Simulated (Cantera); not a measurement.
Feed: 1 mol Pb, 0.061 mol O₂, 4.8 mol N₂, held at 427 °C and 0.680 bar.

Equilibrium computed with Cantera from the NASA thermochemical tables; the gas is ideal and each condensed phase is pure. Candidate condensed phases: Pb, PbO, PbO₂, Pb₃O₄; 12 gas species. Kinetics and transport are ignored.

Base state: N₂ 1.00 (mole fractions); condensed: Pb(l) + PbO(red).

Q: What changes in the equilibrium state with this change: Pb replaced by Fe(CO)₅?

A: 
```
species           before   after
----------------  ------  ------
N₂                  1.00   0.713
CO₂                    0   0.277
CO                     0  0.0100
Pb(l), mol         0.878       0
PbO(red), mol      0.122       0
C(graphite), mol       0    3.07
Fe₃O₄(s), mol          0   0.333
```
Further candidate phases: C, Fe, Fe(CO)₅, FeO, Fe₂O₃, Fe₃O₄.
